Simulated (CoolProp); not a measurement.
Vapour-liquid equilibrium of o-xylene (1) + n-decane (2) at 529.5 K; x and y are mole fractions of (1).

Computed with CoolProp (multi-fluid Helmholtz-energy mixture model, Zhou 2012 and Lemmon 2006; pair parameters Bell 2016).

```tsv
x	bubble pressure (bar)	y at the bubble point	dew pressure at overall composition x (bar)	liquid density (mol/L)
0.05	5.813	0.072	5.755	3.708
0.2	6.379	0.272	6.162	?
0.35	6.971	?	6.629	4.253
0.5	7.584	?	7.168	4.578
0.65	8.215	?	7.797	4.948
0.8	8.864	0.859	8.537	5.371
0.95	?	0.967	9.420	?
```

### Question
Fill in the missing entries.

### Answer

- 0.2, liquid density (mol/L): 3.965
- 0.35, y at the bubble point: 0.448
- 0.5, y at the bubble point: 0.602
- 0.65, y at the bubble point: 0.738
- 0.95, bubble pressure (bar): 9.528
- 0.95, liquid density (mol/L): 5.861

No azeotrope shows between x = 0.05 and 0.95.

The pair parameters rest on a limited set of measurements; away from them the model extrapolates.
